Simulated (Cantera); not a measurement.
# Stirred combustor or abatement burner

A perfectly stirred reactor is fed with CH4 : O2 : N2 = 1 : 2.33 : 25.6 (molar parts), at 420000 Pa; it is adiabatic with a 775 K inlet, and is followed from long to short residence time, starting on the burning branch (τ in s: 0.19, 0.08, 0.033, 0.014, 0.0058, 0.0024, 0.001, 0.00043, 0.00018, 7.5e-05, 3.1e-05, 1.3e-05, 5.5e-06).

Model: GRI-Mech 3.0 (53 species, 325 reactions), integrated in Cantera.

| τ (s) | T (K) | x CH4 | x O2 | x H | x HO2 | x O | x NO |
|---|---|---|---|---|---|---|---|
| 0.19 | 1565 | 8.64e-6 | 0.0115 | 2.52e-6 | 9.50e-7 | 8.84e-6 | 4.16e-6 |
| 0.080 | 1563 | 1.54e-5 | 0.0115 | 5.58e-6 | 1.66e-6 | 1.48e-5 | 4.69e-6 |
| 0.033 | 1561 | 2.81e-5 | 0.0117 | 1.25e-5 | 2.87e-6 | 2.51e-5 | 5.11e-6 |
| 0.014 | 1556 | 5.13e-5 | 0.0120 | 2.68e-5 | 4.73e-6 | 4.13e-5 | 5.45e-6 |
| 0.0058 | 1547 | 9.84e-5 | 0.0125 | 5.58e-5 | 7.67e-6 | 6.63e-5 | 5.78e-6 |
| 0.0024 | 1530 | 0.000208 | 0.0136 | 0.000106 | 1.24e-5 | 9.65e-5 | 5.55e-6 |
| 0.0010 | 775 | 0.0346 | 0.0805 | <1e-12 | 1.85e-12 | <1e-12 | <1e-12 |
| 0.00043 | 775 | 0.0346 | 0.0805 | <1e-12 | <1e-12 | <1e-12 | <1e-12 |
| 0.00018 | 775 | 0.0346 | 0.0805 | <1e-12 | <1e-12 | <1e-12 | <1e-12 |
| 7.5e-5 | 775 | 0.0346 | 0.0805 | <1e-12 | <1e-12 | <1e-12 | <1e-12 |
| 3.1e-5 | 775 | 0.0346 | 0.0805 | <1e-12 | <1e-12 | <1e-12 | <1e-12 |
| 1.3e-5 | 775 | 0.0346 | 0.0805 | <1e-12 | <1e-12 | <1e-12 | <1e-12 |
| 5.5e-6 | 775 | 0.0346 | 0.0805 | <1e-12 | <1e-12 | <1e-12 | <1e-12 |
x: mole fraction; the columns are a selection and need not sum to one.
